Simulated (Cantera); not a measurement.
# Low-pressure radical oxidation in H2/O2

An isothermal, constant-pressure homogeneous reactor starts with 19.1 % H2, 54.6 % O2, 26.2 % N2, at 1250 K and 2000 Pa.

Computed with Cantera and GRI-Mech 3.0 (53 species, 325 reactions). Radical loss at walls, strong at low pressure, is not modelled. The temperature is held fixed by assumption; the heat of reaction is taken as removed at once.

```csv
t (s),x H2,x O2,x NO,x O,x N2O
0.000200,0.191,0.546,<1e-12,3.01e-7,<1e-12
0.000557,0.189,0.545,<1e-12,0.000467,1.70e-12
0.00155,0.0106,0.444,4.22e-7,0.0608,1.97e-9
0.00431,0.00848,0.458,1.63e-6,0.0449,2.84e-9
0.0120,0.00406,0.481,2.66e-6,0.0193,4.33e-9
0.0334,0.000719,0.495,2.87e-6,0.00326,7.62e-9
0.0928,8.22e-5,0.498,2.89e-6,0.000373,1.06e-8
0.258,1.26e-5,0.498,2.89e-6,5.78e-5,1.21e-8
0.719,2.70e-6,0.498,2.89e-6,1.26e-5,1.27e-8
2.00,7.24e-7,0.498,2.89e-6,3.41e-6,1.28e-8
```
x: mole fraction; the columns are a selection and need not sum to one.

Equilibrium at this temperature and pressure: H2 7.35e-8, O2 0.498, NO 0.000265, O 3.48e-7, N2O 1.55e-9 (gas phase only).
